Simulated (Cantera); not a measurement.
## Equilibrium for silicon carbide growth: CH3SiCl3 + H2

A closed system holds: 1 mol CH3SiCl3, 1.7 mol H2, at 1.00 bar.

Equilibrium computed with Cantera from the NASA thermochemical tables; the gas is ideal and each condensed phase is pure. Candidate condensed phases: C, C6H6, C7H8, C8H18, Si, SiC; 109 gas species. The feed counts by its element totals alone. The tables' values for SiCl3, SiCl are old estimates; treat these amounts as uncertain. Gases not in the tables: Si2H6 and higher silanes. Kinetics and transport are ignored.

```tsv
T (K)	log p H2	log p HCl	log p SiCl2	log p SiCl4	log p SiCl3	log p H	log p Cl	n C(graphite)	n SiC(s)
1575	-0.31	-0.35	-1.88	-1.45	-1.87	-4.54	-4.68	0.299	0.699
1675	-0.34	-0.32	-1.63	-1.70	-1.82	-4.10	-4.20	0.283	0.716
1775	-0.35	-0.31	-1.44	-1.99	-1.83	-3.71	-3.79	0.291	0.707
1875	-0.35	-0.31	-1.31	-2.31	-1.88	-3.36	-3.44	0.317	0.681
1975	-0.35	-0.32	-1.21	-2.63	-1.96	-3.04	-3.14	0.351	0.645
2075	-0.34	-0.34	-1.13	-2.95	-2.05	-2.75	-2.87	0.389	0.605
2175	-0.34	-0.35	-1.07	-3.25	-2.14	-2.48	-2.63	0.426	0.564
2275	-0.34	-0.37	-1.03	-3.54	-2.24	-2.24	-2.42	0.459	0.524
2375	-0.33	-0.39	-0.99	-3.82	-2.33	-2.02	-2.22	0.488	0.483
```
log p: log10 of the partial pressure in bar; n: condensed amount in mol.

From 1575 K to 2375 K the condensed part is C(graphite) + SiC(s). The main Si-bearing gas is SiCl4 at 1575 K and SiCl2 at 2375 K. The share of Si in condensed phases is highest at 1675 K (71.6 %) and lowest at 2375 K (48.3 %).
